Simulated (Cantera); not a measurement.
A perfectly stirred reactor is fed with CH₃OH : O₂ : N₂ = 0.017 : 0.029 : 1 (molar parts), at 1.20 bar; it is held at 1525 K, and followed from long to short residence time.

Model: GRI-Mech 3.0 (53 species, 325 reactions), integrated in Cantera. GRI-Mech 3.0 was tuned for natural gas; its chemistry of methanol as a main component is partial and can be far from experiment. The temperature is held fixed by assumption; the heat of reaction is taken as removed at once.

One state of this run: x CH₃OH = 4.02e-7; x O₂ = 0.00336; x H₂O₂ = 1.37e-8; x O = 1.17e-5; x H₂O = 0.0321. x: mole fraction; the columns are a selection and need not sum to one.

Q: Which value of τ (s) does it belong to?
(A) 0.015
(B) 6.5
(C) 0.0020
(D) 2.3

A: D, 2.3
